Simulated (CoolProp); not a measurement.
Water along the isotherm 693.2 K: Z from the reference equation and from simpler models built on Tc = 647.1 K, pc = 22060 kPa, ω = 0.344; each cubic takes its own stable root.

Values from CoolProp's reference Helmholtz-energy equation of state, Wagner 2002.

| p (kPa) | phase | reference | Redlich-Kwong | Soave-Redlich-Kwong |
|---|---|---|---|---|
| 1230 | gas | 0.9856 | 0.9843 | 0.9851 |
| 2450 | gas | 0.9709 | 0.9685 | 0.9700 |
| 3680 | gas | 0.9557 | 0.9522 | 0.9546 |
| 4900 | gas | 0.9401 | 0.9358 | 0.9390 |
| 6130 | gas | 0.9240 | 0.9188 | 0.9230 |
| 7350 | gas | (withheld) | 0.9017 | 0.9069 |
| 8580 | gas | 0.8903 | 0.8840 | 0.8903 |
| 9810 | gas | (withheld) | 0.8659 | 0.8733 |
| 11000 | gas | 0.8550 | 0.8479 | (withheld) |

**Question.** Fill in the missing entries.

**Answer.** 
- 7350, reference: 0.9075
- 9810, reference: 0.8727
- 11000, Soave-Redlich-Kwong: 0.8566
